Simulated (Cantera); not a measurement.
An isothermal, constant-pressure homogeneous reactor starts with NO : N2 = 3.8 : 1.7 (molar parts), at 2000 K and 0.0132 atm.

Cantera simulation using GRI-Mech 3.0 (53 species, 325 reactions); the numbers are that mechanism's predictions, not measurements. Radical loss at walls, strong at low pressure, is not modelled.

Q: Predict: x(NO) at 50.0 s; x(N2O) at 50.0 s; x(NO2) at 50.0 s; x(N2) at 50.0 s; x(O) at 50.0 s; x(O2) at 50.0 s.

A: 
```
Item                                                Value
----------------  ---------------------------------------
x(NO) at 50.0 s    0.0186 (gas-phase equilibrium 0.00886)
x(N2O) at 50.0 s  1.03e-7 (gas-phase equilibrium 5.22e-8)
x(NO2) at 50.0 s  4.67e-6 (gas-phase equilibrium 2.24e-6)
x(N2) at 50.0 s       0.644 (gas-phase equilibrium 0.649)
x(O) at 50.0 s    0.00337 (gas-phase equilibrium 0.00339)
x(O2) at 50.0 s       0.334 (gas-phase equilibrium 0.339)
```
